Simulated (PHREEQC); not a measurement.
Make-up at 24 °C: 0.23 mol NaOH and 0.0021 mol (CH3)4NCl per kg of water. Closed to the air; pH follows from the charge balance.

Model: ion-association model, wateq4f.dat, run in PHREEQC.

```json
{
 "pH": "13.24",
 "ionic_strength": "0.232 mol/kgw",
 "activity_of_water": "0.992",
 "total_alkalinity": "230 meq/kg"
}
```

| species | molality | activity | log γ |
|---|---|---|---|
| OH- | 0.230 | 0.160 | -0.158 |
| Na+ | 0.230 | 0.169 | -0.133 |
| Cl- | 0.00210 | 0.00147 | -0.154 |
| (CH3)4N+ | 0.00210 | 0.00149 | -0.150 |

Precipitation was switched off in this run. (CH3)4N+ isn't in the database: it is added as a free cation with an ion size of 4 Å.
